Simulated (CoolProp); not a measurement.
Aqueous propylene glycol as a coolant, at -2 °C, 1 atm.

Computed with CoolProp (Melinder's fits for secondary coolants).

| mass % | freezing point (°C) | conductivity (W/(m K)) | density (kg/m³) | viscosity (mPa s) | Prandtl number |
|---|---|---|---|---|---|
| 13.1 | -4.1 | 0.499 | 1013 | 3.40 | 27.4 |
| 17.8 | -6.1 | 0.478 | [?] | 4.23 | 35.0 |
| 22.4 | -8.4 | 0.459 | [?] | 5.31 | 45.2 |
| 27.1 | -11.0 | 0.439 | 1029 | 6.77 | 59.2 |
| 31.8 | -14.0 | 0.419 | 1034 | [?] | 78.1 |
| 36.4 | -17.4 | 0.401 | 1039 | 11.1 | 102 |
| 41.1 | -21.6 | 0.382 | 1044 | 14.1 | 134 |
| 45.7 | -26.6 | 0.365 | 1049 | 17.8 | 172 |
| 50.4 | -32.8 | 0.347 | 1052 | [?] | 219 |

### Question
Fill in the missing entries.

### Answer

- 17.8, density (kg/m³): 1018
- 22.4, density (kg/m³): 1023
- 31.8, viscosity (mPa s): 8.68
- 50.4, viscosity (mPa s): 22.2
